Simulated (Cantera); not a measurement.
What does this Cantera script print?

```python
import numpy as np
import cantera as ct

gas = ct.Solution("gri30.yaml")
gas.TPX = 873, 13332, {'H2': 0.92, 'O2': 2.8, 'N2': 17}
inlet = ct.Reservoir(gas, clone=True)

reactor = ct.IdealGasConstPressureReactor(gas, energy="off", clone=False)
exhaust = ct.Reservoir(gas, clone=True)
tau = [3.3, 1, 0.3, 0.093, 0.028, 0.0086, 0.0026, 0.0008][0]
for a, b in ((inlet, reactor), (reactor, exhaust)):
    ct.MassFlowController(a, b, mdot=lambda t: reactor.mass / tau)
net = ct.ReactorNet([reactor])
show = ['H2', 'O2', 'H2O', 'N2O', 'H', 'H2O2']

rows = []
print(f"{'tau/s':>10s}{'T/K':>9s}" + "".join(f"{s:>11s}" for s in show))
for tau in [3.3, 1, 0.3, 0.093, 0.028, 0.0086, 0.0026, 0.0008]:
    net.initial_time = 0.0
    net.advance(30 * tau)
    before = gas.X
    net.advance(40 * tau)
    drift = np.max(np.abs(gas.X - before) / (gas.X + 1e-9))
    rows.append([gas.T, *gas[show].X, drift])
    print(f"{tau:10.3e}{gas.T:9.1f}" + "".join(f"{x:11.3e}" for x in gas[show].X))
```

Output:

```
     tau/s      T/K         H2         O2        H2O        N2O          H       H2O2
 3.300e+00    873.0  1.193e-03  1.160e-01  4.418e-02  2.428e-08  2.044e-06  1.740e-06
 1.000e+00    873.0  1.927e-03  1.163e-01  4.342e-02  1.648e-08  6.640e-06  1.383e-06
 3.000e-01    873.0  3.156e-03  1.169e-01  4.215e-02  1.059e-08  2.155e-05  1.037e-06
 9.300e-02    873.0  5.146e-03  1.177e-01  4.008e-02  6.542e-09  6.635e-05  7.789e-07
 2.800e-02    873.0  8.525e-03  1.192e-01  3.652e-02  3.775e-09  2.019e-04  6.238e-07
 8.600e-03    873.0  1.391e-02  1.215e-01  3.079e-02  2.048e-09  5.556e-04  5.502e-07
 2.600e-03    873.0  2.237e-02  1.253e-01  2.172e-02  9.658e-10  1.273e-03  4.760e-07
 8.000e-04    873.0  3.428e-02  1.306e-01  9.366e-03  3.069e-10  1.609e-03  2.989e-07
```

Detailed kinetics in Cantera: GRI-Mech 3.0 (53 species, 325 reactions). Radical loss at walls, strong at low pressure, is not modelled. Below about 950 K walls govern HO2 and H2O2 in real vessels. The temperature is held fixed by assumption; the heat of reaction is taken as removed at once.
